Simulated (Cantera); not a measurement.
Cantera with NASA thermochemical tables; ideal gases at 1 bar, condensed phases pure. Values are per mole of reaction as written; species without (g) are pure solids or liquids, kept so even where they would boil at 1 bar.

2 HCl(g) + 2 FeCl2 → 2 H(g) + Fe2Cl6(g)

| T (K) | ΔH° (kJ) | ΔS° (J/K) | ΔG° (kJ) | log10 K |
|---|---|---|---|---|
| 700 | 649.6 | 156.5 | 540.0 | -40.29 |
| 725 | ___ | ___ | ___ | ___ |
| 750 | 649.2 | 156.1 | 532.2 | -37.06 |
| 775 | ___ | ___ | ___ | ___ |
| 800 | 648.8 | 155.5 | 524.4 | -34.24 |
| 825 | ___ | ___ | ___ | ___ |
| 850 | 648.3 | 154.9 | 516.6 | -31.75 |
| 875 | 648.1 | 154.7 | 512.7 | -30.61 |
| 900 | ___ | ___ | ___ | ___ |

### Question
Complete the blanks.

### Answer

- 725, ΔH° (kJ): 649.4
- 725, ΔS° (J/K): 156.3
- 725, ΔG° (kJ): 536.1
- 725, log10 K: -38.62
- 775, ΔH° (kJ): 649.0
- 775, ΔS° (J/K): 155.8
- 775, ΔG° (kJ): 528.3
- 775, log10 K: -35.60
- 825, ΔH° (kJ): 648.6
- 825, ΔS° (J/K): 155.2
- 825, ΔG° (kJ): 520.5
- 825, log10 K: -32.95
- 900, ΔH° (kJ): 647.8
- 900, ΔS° (J/K): 154.3
- 900, ΔG° (kJ): 508.9
- 900, log10 K: -29.53
